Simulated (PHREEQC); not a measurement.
0.012 g of hydrous ferric oxide (600 m²/g; 0.2 weak and 0.005 strong sites per Fe, Dzombak-Morel constants, diffuse double layer) in 1 kg of water with 0.1 mol/kgw of an inert sodium salt and 8.3e-05 mol/kgw SrCl2 and 4.1e-06 mol/kgw MnCl2, at 25 °C; the pH is set by adding NaOH or the inert anion's acid. The system is closed to oxygen. No CO2 enters from the air. Precipitation was switched off in this run.

Equilibrium calculation in PHREEQC: ion-association model, wateq4f.dat.

Q: Predict Sr sorbed (%), Mn sorbed (%), surface charge σ (C/m²) at pH = 4, 9.

A: 
| pH | Sr sorbed (%) | Mn sorbed (%) | surface charge σ (C/m²) |
|---|---|---|---|
| 4 | 0.0 | 0.0 | 0.321 |
| 9 | 0.6 | 87.4 | -0.021 |

Species that the database lacks are ignored. The oxide is taken as insoluble; below pH 4 it would dissolve.
